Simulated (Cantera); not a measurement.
An adiabatic, constant-pressure homogeneous reactor starts with CH₃OH : O₂ : N₂ : CO₂ = 1 : 1.63 : 6.13 : 1.7 (molar parts), equivalence ratio 0.92, at 1173 K and 101000 Pa.

Model: GRI-Mech 3.0 (53 species, 325 reactions), integrated in Cantera. GRI-Mech 3.0 was tuned for natural gas; its chemistry of methanol as a main component is partial and can be far from experiment.

One state of this run: T (K) = 2362; x CH₃OH = <1e-12; x O₂ = 0.0232; x CO₂ = 0.218; x N₂O = 2.05e-7; x OH = 0.00692; x C₂H = <1e-12. x: mole fraction; the columns are a selection and need not sum to one.

Which value of t (s) does it belong to?
A) 0.000482
B) 0.0196
C) 1.00e-6
D) 4.07e-5

B, 0.0196
